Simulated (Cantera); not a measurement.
Gas mixture: O2 = 0.73 (molar parts), at 10.00 Torr, frozen composition.

Cantera's kinetic-theory transport with the Lennard-Jones parameters of GRI-Mech 3.0, ideal gas; thermal conductivity in the multicomponent form.

D: mixture-averaged diffusion coefficient of that species in the mixture.

```
T (K)  ρ (kg/m³)  cp (J/kg/K)  μ (µPa s)  λ (mW/m/K)     Pr  D (cm²/s) H  D (cm²/s) H2  D (cm²/s) CH4
-----  ---------  -----------  ---------  ----------  -----  -----------  ------------  -------------
400       0.0128        941.4       25.6        33.9  0.712          161           100           28.6
550      0.00933        987.2        [?]         [?]  0.711          [?]           [?]            [?]
700      0.00733         1031       37.8        54.9  0.710          424           256           75.1
850      0.00604         1065       43.0        64.6  0.709          588           353            104
1000     0.00513         1090        [?]         [?]  0.709          [?]           [?]            [?]
1150     0.00446         1109       52.5        82.1  0.709          977           583            173
1300     0.00395         1125       56.9        90.3  0.708         1200           714            212
```

**Question.** Fill in the missing entries.

**Answer.** 
- 550, μ (µPa s): 32.1
- 550, λ (mW/m/K): 44.6
- 550, D (cm²/s) H: 281
- 550, D (cm²/s) H2: 171
- 550, D (cm²/s) CH4: 49.8
- 1000, μ (µPa s): 47.9
- 1000, λ (mW/m/K): 73.7
- 1000, D (cm²/s) H: 773
- 1000, D (cm²/s) H2: 462
- 1000, D (cm²/s) CH4: 137
